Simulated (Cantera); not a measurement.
A perfectly stirred reactor is fed with N₂O = 1 (molar parts), at 24000 Pa; it is held at 1200 K, and followed from long to short residence time.

Computed with Cantera and GRI-Mech 3.0 (53 species, 325 reactions). GRI-Mech 3.0 was tuned for natural gas; its chemistry of N2O as a main component is partial and can be far from experiment. The mechanism lacks the step 2 NO + O2 → 2 NO2, which can matter for NO2 below about 1400 K. The temperature is held fixed by assumption; the heat of reaction is taken as removed at once.

x: mole fraction; the columns are a selection and need not sum to one.

| τ (s) | x N₂O | x NO | x O | x N₂ | x NO₂ | x O₂ |
|---|---|---|---|---|---|---|
| 10 | 0.331 | 0.0429 | 1.53e-6 | 0.425 | … | 0.202 |
| 4.3 | 0.525 | 0.0318 | 1.67e-6 | 0.301 | … | 0.142 |
| 1.9 | 0.710 | 0.0199 | 1.74e-6 | 0.183 | … | 0.0867 |
| 0.80 | 0.852 | 0.0103 | 1.78e-6 | 0.0936 | … | 0.0442 |
| 0.34 | 0.931 | 0.00481 | 1.79e-6 | 0.0437 | … | 0.0206 |
| 0.15 | 0.968 | 0.00221 | 1.80e-6 | 0.0201 | … | 0.00948 |
| 0.063 | 0.986 | 0.000949 | 1.80e-6 | 0.00860 | … | 0.00406 |
| 0.027 | 0.994 | 0.000410 | 1.80e-6 | 0.00371 | … | 0.00175 |
| 0.012 | 0.997 | 0.000183 | 1.80e-6 | 0.00165 | … | 0.000781 |
| 0.0050 | 0.999 | 7.61e-5 | 1.80e-6 | 0.000690 | … | 0.000325 |
| 0.0021 | 1.000 | 3.18e-5 | 1.79e-6 | 0.000289 | … | 0.000136 |

Question: Fill in the missing entries.

Answer: 
- 10, x NO₂: 0.000119
- 4.3, x NO₂: 8.67e-5
- 1.9, x NO₂: 5.26e-5
- 0.80, x NO₂: 2.60e-5
- 0.34, x NO₂: 1.12e-5
- 0.15, x NO₂: 4.39e-6
- 0.063, x NO₂: 1.38e-6
- 0.027, x NO₂: 3.70e-7
- 0.012, x NO₂: 9.02e-8
- 0.0050, x NO₂: 1.75e-8
- 0.0021, x NO₂: 3.20e-9
